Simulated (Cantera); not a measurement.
What does this Cantera script print?

```python
import numpy as np
import cantera as ct

surf = ct.Interface("diamond.yaml", "diamond_100")
gas, bulk = surf.adjacent["gas"], surf.adjacent["diamond"]
k = surf.kinetics_species_index(bulk.species_names[0])
cover = ["c6HH", "c6H*", "c6*H", "c6**", "c6HM", "c6B"]

rows, drift = [], 0.0
print(f"{'xCH3':>10s}{'um/h':>11s}" + "".join(f"{s:>11s}" for s in cover))
for v in [1e-06, 2.4e-06, 5.7e-06, 1.4e-05, 3.2e-05, 7.7e-05, 0.00018, 0.00044, 0.001]:
    T, P, xH, xCH3 = 1025, 2000, 0.00022, v
    gas.TPX = T, P, {"H": xH, "CH3": xCH3, "CH4": 0.0072, "H2": 1 - xH - xCH3 - 0.0072}
    surf.TP = bulk.TP = T, P
    surf.coverages = "c6H*:0.1, c6HH:0.9"
    surf.advance_coverages(100.0)
    before = surf.coverages
    surf.advance_coverages(100.0)
    drift = max(drift, np.max(np.abs(surf.coverages - before) / (surf.coverages + 1e-9)))
    rate = surf.net_production_rates[k] * bulk.mean_molecular_weight / bulk.density * 3.6e9
    rows.append([rate, *surf[cover].coverages])
    print(f"{v:10.4g}{rate:11.4e}" + "".join(f"{x:11.3e}" for x in rows[-1][1:]))
```

Result:

```
      xCH3       um/h       c6HH       c6H*       c6*H       c6**       c6HM        c6B
     1e-06 2.2064e-03  5.966e-01  1.964e-02  3.755e-01  7.768e-03  3.879e-04  5.987e-12
   2.4e-06 5.2891e-03  5.961e-01  1.963e-02  3.752e-01  7.753e-03  9.299e-04  1.435e-11
   5.7e-06 1.2527e-02  5.950e-01  1.959e-02  3.745e-01  7.718e-03  2.203e-03  3.399e-11
   1.4e-05 3.0558e-02  5.924e-01  1.950e-02  3.727e-01  7.633e-03  5.376e-03  8.292e-11
   3.2e-05 6.8832e-02  5.868e-01  1.930e-02  3.690e-01  7.452e-03  1.212e-02  1.868e-10
   7.7e-05 1.5986e-01  5.734e-01  1.884e-02  3.602e-01  7.031e-03  2.822e-02  4.338e-10
   0.00018 3.4659e-01  5.458e-01  1.789e-02  3.420e-01  6.201e-03  6.148e-02  9.405e-10
   0.00044 7.2015e-01  4.898e-01  1.596e-02  3.050e-01  4.691e-03  1.291e-01  1.954e-09
     0.001 1.2552e+00  4.078e-01  1.313e-02  2.509e-01  2.909e-03  2.287e-01  3.406e-09
```

Cantera simulation using the Harris–Goodwin 1993 mechanism for the reconstructed diamond (100) surface; the numbers are that mechanism's predictions, not measurements.
